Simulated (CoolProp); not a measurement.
Model: reference Helmholtz-energy equation of state, Gao 2016, in CoolProp.

Problem. Give the vapour pressure (kPa), liquid density (kg/m³), liquid cp (kJ/(kg K)), vapour Z of saturated sulfur dioxide at 41.05, 44.65 °C.

Solution. 
```csv
T (°C),p (kPa),liquid density (kg/m³),liquid cp (kJ/(kg K)),vapour Z
41.05,650,1320,1.42,0.903
44.65,723,1310,1.43,0.896
```
